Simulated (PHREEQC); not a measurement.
Model water analysis in mg/L, 25 °C, pH 6.72, pe -1.2:

```json
[
 {"constituent": "Na", "mg/L": "25.9"},
 {"constituent": "K", "mg/L": "20.3"},
 {"constituent": "Ca", "mg/L": "5.81"},
 {"constituent": "Mg", "mg/L": "2.54"},
 {"constituent": "Cl", "mg/L": "43.8"},
 {"constituent": "S(6) as SO4", "mg/L": "19"},
 {"constituent": "Alkalinity as HCO3", "mg/L": "28.5"},
 {"constituent": "Si as SiO2", "mg/L": "0.206"},
 {"constituent": "Br", "mg/L": "0.31"},
 {"constituent": "Sr", "mg/L": "0.0501"}
]
```

Valence states are taken as typed.

Equilibrium calculation in PHREEQC: ion-association model, phreeqc.dat.

Precipitation was switched off in this run.

Task: What specific conductance, charge-balance error does the model give?

Result: specific conductance 255 µS/cm; charge-balance error 1.0 %.

Task: In which forms is Ca present?

Result: Ca+2 97 %, CaSO4 2.1 % of the Ca.
